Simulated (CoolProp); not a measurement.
Vapour-liquid equilibrium of dimethyl ether (1) + R227EA (2) at 217.5 K; x and y are mole fractions of (1).

Model: multi-fluid Helmholtz-energy mixture model, Wu 2011 and Lemmon 2016; pair parameters Bell 2016, in CoolProp.

```
x      bubble pressure (kPa)  y at the bubble point  dew pressure at overall composition x (kPa)  liquid density (mol/L)
-----  ---------------------  ---------------------  -------------------------------------------  ----------------------
0.05                   12.13                  0.013                                        11.26                   10.10
0.125                  11.20                  0.054                                        10.46                   10.50
0.2                    10.42                  0.131                                        10.10                   10.91
0.275                  9.998                  0.249                                        9.971                   11.33
0.35                   10.06                  0.397                                        9.985                   11.78
0.425                  10.61                  0.549                                        10.12                   12.25
0.5                    11.58                  0.682                                        10.37                   12.73
0.575                  12.88                  0.784                                        10.75                   13.25
0.65                   14.35                  0.858                                        11.30                   13.79
0.725                  15.89                  0.910                                            …                   14.37
0.8                        …                  0.946                                            …                   14.99
0.875                  18.87                  0.971                                        14.80                   15.64
0.95                   20.25                      …                                        17.64                   16.35
```

Question: Some entries are withheld; supply them.

Answer: 
- 0.725, dew pressure at overall composition x (kPa): 12.06
- 0.8, bubble pressure (kPa): 17.41
- 0.8, dew pressure at overall composition x (kPa): 13.14
- 0.95, y at the bubble point: 0.990

y crosses x between x = 0.275 and 0.35: the model has an azeotrope there.

Pair parameters are fitted to limited data, so mixtures are less certain than the pure fluids.
